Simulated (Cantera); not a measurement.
A freely propagating, adiabatic, planar premixed flame of 8.27 % CH4, 17.9 % O2, 67.6 % N2, 6.20 % H2O, equivalence ratio 0.92, unburnt at 700 K and 0.132 atm; mixture-averaged transport, grid criteria slope 0.08 and curve 0.16, no radiation.

Cantera simulation using GRI-Mech 3.0 (53 species, 325 reactions); the numbers are that mechanism's predictions, not measurements. Burning velocities carry a grid error of a few per cent, more on coarse grids.

x: mole fraction of selected species; z is measured from the peak of heat release.

| z (mm) | T (K) | u (m/s) | x CH4 | x O2 | x H2O | x HCN | x H2O2 | x C2H2 |
|---|---|---|---|---|---|---|---|---|
| -6.30 | 700 | 2.17 | 0.0827 | 0.179 | 0.0620 | <1e-8 | <1e-8 | <1e-8 |
| -4.20 | 701 | 2.18 | 0.0825 | 0.179 | 0.0620 | <1e-8 | … | <1e-8 |
| -3.15 | 704 | 2.19 | 0.0820 | 0.178 | 0.0623 | <1e-8 | … | 3.37e-8 |
| -2.10 | 734 | 2.30 | 0.0796 | 0.176 | 0.0657 | <1e-8 | … | 6.01e-7 |
| -1.05 | 984 | 3.13 | 0.0614 | 0.156 | 0.0921 | 1.96e-7 | … | 1.31e-5 |
| -0.525 | 1321 | 4.25 | 0.0353 | 0.122 | 0.128 | 7.21e-7 | … | 5.29e-5 |
| 0 | 1661 | 5.40 | 0.00955 | 0.0785 | 0.166 | 1.77e-6 | … | 0.000101 |
| 0.525 | 1804 | 5.88 | 0.000991 | 0.0511 | 0.185 | 1.73e-6 | … | 2.39e-5 |
| 1.05 | 1835 | 5.97 | 5.53e-5 | 0.0403 | 0.190 | 8.49e-7 | 1.04e-7 | 1.14e-6 |
| 2.10 | 1857 | 6.02 | 1.54e-7 | 0.0346 | 0.189 | 1.40e-7 | 9.82e-8 | <1e-8 |
| 4.20 | 1884 | 6.08 | <1e-8 | 0.0321 | 0.188 | <1e-8 | … | <1e-8 |
| 8.40 | 1921 | 6.18 | <1e-8 | 0.0308 | 0.190 | <1e-8 | … | <1e-8 |
| 16.8 | 1975 | 6.33 | <1e-8 | 0.0292 | 0.194 | <1e-8 | … | <1e-8 |

Task: Some entries are withheld; supply them.

Result: 
- -4.20, x H2O2: 5.30e-8
- -3.15, x H2O2: 2.31e-7
- -2.10, x H2O2: 7.77e-7
- -1.05, x H2O2: 1.89e-6
- -0.525, x H2O2: 2.60e-6
- 0, x H2O2: 8.00e-7
- 0.525, x H2O2: 1.70e-7
- 4.20, x H2O2: 8.85e-8
- 8.40, x H2O2: 7.58e-8
- 16.8, x H2O2: 6.06e-8
